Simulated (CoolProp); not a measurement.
Saturation properties of n-hexane (Tc = 234.7 °C, pc = 3.044 MPa, ω = 0.300).

Model: reference Helmholtz-energy equation of state, Thol 2019, in CoolProp.

| T (°C) | p (MPa) | liquid density (kg/m³) | liquid cp (kJ/(kg K)) | liquid viscosity (µPa s) | vapour viscosity (µPa s) | liquid conductivity (mW/(m K)) |
|---|---|---|---|---|---|---|
| 61.25 | 0.07965 | 620.7 | 2.435 | 213 | 6.97 | 110 |
| 69.25 | 0.1030 | 612.8 | 2.474 | 199 | 7.13 | 108 |
| 77.35 | 0.1319 | 604.7 | 2.515 | 186 | 7.29 | 105 |
| 85.35 | 0.1661 | 596.5 | 2.556 | 174 | 7.46 | 104 |
| 93.45 | 0.2075 | 588.0 | 2.599 | 163 | 7.64 | 102 |
| 101.55 | 0.2563 | 579.3 | 2.643 | 153 | 7.83 | 99.7 |
| 109.55 | 0.3126 | 570.4 | 2.688 | 143 | 8.04 | 97.9 |
| 117.65 | 0.3788 | 561.1 | 2.736 | 134 | 8.28 | 96.2 |
| 125.75 | 0.4551 | 551.6 | 2.785 | 126 | 8.55 | 94.5 |
| 133.75 | 0.5412 | 541.8 | 2.837 | 118 | 8.84 | 92.8 |
| 141.85 | 0.6404 | 531.4 | 2.893 | 110 | 9.18 | 91.2 |
| 149.85 | 0.7511 | 520.7 | 2.953 | 103 | 9.55 | 89.7 |
| 157.95 | 0.8772 | 509.4 | 3.019 | 96.7 | 9.97 | 88.1 |
| 166.05 | 1.019 | 497.3 | 3.093 | 90.3 | 10.4 | 86.6 |
| 174.05 | 1.174 | 484.6 | 3.178 | 84.1 | 10.9 | 85.2 |

It boils at 68.7 °C under 1 atm.

Viscosity comes from a separate model (Michailidou 2013). Thermal conductivity comes from a separate model (Assael 2013).
